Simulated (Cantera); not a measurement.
## Gas-phase reforming

An isothermal, constant-pressure homogeneous reactor starts with CH4 : H2O : H2 = 1 : 3.7 : 1.1 (molar parts), at 1923 K and 0.120 bar.

Model: GRI-Mech 3.0 (53 species, 325 reactions), integrated in Cantera.

```tsv
t (s)	x CH4	x H2O	x H2	x H	x HCO	x CH2CO	x CO2
6.00e-5	0.170	0.637	0.190	0.000122	4.24e-9	9.38e-11	3.23e-11
0.000150	0.166	0.636	0.193	0.000289	1.01e-7	2.66e-8	1.29e-8
0.000375	0.146	0.627	0.210	0.000621	6.47e-7	4.33e-6	2.13e-6
0.000939	0.0984	0.597	0.268	0.000907	6.84e-7	6.29e-5	5.51e-5
0.00235	0.0508	0.560	0.331	0.00116	4.31e-7	0.000122	0.000456
0.00587	0.0218	0.523	0.380	0.00147	2.55e-7	0.000134	0.00235
0.0147	0.0115	0.475	0.424	0.00173	1.59e-7	0.000101	0.00735
0.0368	0.00802	0.414	0.472	0.00181	9.74e-8	4.89e-5	0.0128
0.0919	0.00412	0.358	0.517	0.00185	4.70e-8	1.26e-5	0.0154
0.230	0.000630	0.332	0.538	0.00186	1.57e-8	6.13e-7	0.0159
0.575	2.59e-7	0.330	0.540	0.00200	1.15e-8	6.47e-11	0.0159
1.44	5.28e-11	0.330	0.540	0.00201	1.16e-8	<1e-12	0.0159
3.60	5.28e-11	0.330	0.540	0.00201	1.16e-8	<1e-12	0.0159
9.00	5.28e-11	0.330	0.540	0.00201	1.16e-8	<1e-12	0.0159
```
x: mole fraction; the columns are a selection and need not sum to one.

Equilibrium at this temperature and pressure: CH4 6.42e-11, H2O 0.330, H2 0.540, H 0.00201, HCO 1.16e-8, CH2CO <1e-12, CO2 0.0159 (gas phase only).
